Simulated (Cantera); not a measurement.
Feed: 1 mol HgO, 0.95 mol O2, 6.3 mol H2, held at 48.0 Pa.

Cantera equilibrium calculation (NASA polynomials, part measured and part estimated; ideal gas, pure solids and liquids). Candidate condensed phases: H2O, Hg, HgO; 10 gas species. The numbers say what is thermodynamically allowed, not how fast it happens. All values below are at 1123 K.

Base state: H2 0.466, H2O 0.397, Hg 0.137 (mole fractions); condensed: gas only.

What changes in the equilibrium state with this change: O2 from 0.95 to 0.01 mol?


```
species  before  after
-------  ------  -----
H2        0.466  0.723
H2O       0.397  0.140
Hg        0.137  0.137
```
